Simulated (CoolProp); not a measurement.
Computed with CoolProp (reference Helmholtz-energy equation of state, Pan 2012).

Problem. Give the vapour pressure (bar), vapour density (kg/m³), liquid cp (kJ/(kg K)), liquid viscosity (µPa s) of saturated R236FA at -78.95 °C.

Solution. 
```tsv
T (°C)	p (bar)	vapour density (kg/m³)	liquid cp (kJ/(kg K))	liquid viscosity (µPa s)
-78.95	0.00750	0.0707	1.18	2020
```

Viscosity comes from a separate model (Huber 2003), an estimate that may be off by 10 % or more.
